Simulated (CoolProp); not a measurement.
Vapour-liquid equilibrium of R125 (1) + R152A (2) at -42.75 °C; x and y are mole fractions of (1).

The numbers come from the multi-fluid Helmholtz-energy mixture model, Lemmon 2005 and Outcalt 1996; pair parameters Bell 2016 in CoolProp.

| x | bubble pressure (MPa) | y at the bubble point | dew pressure at overall composition x (MPa) | liquid density (mol/L) |
|---|---|---|---|---|
| 0.05 | 0.04569 | 0.147 | 0.04241 | 15.68 |
| 0.15 | 0.05452 | 0.354 | 0.04580 | 15.29 |
| 0.25 | 0.06279 | 0.499 | 0.04973 | 14.92 |
| 0.35 | 0.07089 | 0.611 | 0.05433 | 14.56 |
| 0.45 | 0.07912 | 0.703 | 0.05976 | 14.22 |
| 0.55 | 0.08766 | 0.780 | 0.06625 | 13.88 |
| 0.65 | 0.09662 | 0.846 | 0.07418 | 13.55 |
| 0.75 | 0.1060 | 0.901 | 0.08414 | 13.23 |
| 0.85 | 0.1158 | 0.947 | 0.09729 | 12.92 |
| 0.95 | 0.1258 | 0.985 | 0.1165 | 12.60 |

No azeotrope shows between x = 0.05 and 0.95.

The pair parameters rest on a limited set of measurements; away from them the model extrapolates. The gap from Raoult's law changes sign with composition, which may be real or a fault of the pair parameters; it wasn't checked against measurements.
